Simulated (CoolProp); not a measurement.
Saturation properties of dodecamethylcyclohexasiloxane (D6).

Model: reference Helmholtz-energy equation of state, Colonna 2008, in CoolProp. It is a short technical equation, of lower accuracy than the large ones.

| T (K) | p (MPa) | vapour density (kg/m³) | enthalpy of vaporisation (kJ/kg) | liquid cp (kJ/(kg K)) |
|---|---|---|---|---|
| 506 | 0.07681 | 8.807 | 102.7 | 2.000 |
| 511.6 | 0.08748 | 10.01 | 101.0 | 2.013 |
| 517.2 | 0.09929 | 11.35 | 99.33 | 2.025 |
| 522.7 | 0.1121 | 12.81 | 97.63 | 2.038 |
| 528.3 | 0.1264 | 14.46 | 95.85 | 2.052 |
| 533.9 | 0.1421 | 16.29 | 94.02 | 2.065 |
| 539.5 | 0.1594 | 18.32 | 92.13 | 2.080 |
| 545.1 | 0.1782 | 20.57 | 90.18 | 2.094 |
| 550.7 | 0.1987 | 23.08 | 88.16 | 2.110 |
| 556.3 | 0.2211 | 25.85 | 86.07 | 2.126 |
| 561.9 | 0.2454 | 28.95 | 83.88 | 2.142 |
| 567.4 | 0.2714 | 32.32 | 81.64 | 2.160 |
| 573 | 0.3000 | 36.16 | 79.25 | 2.179 |

It boils at 518.1 K under 1 atm.
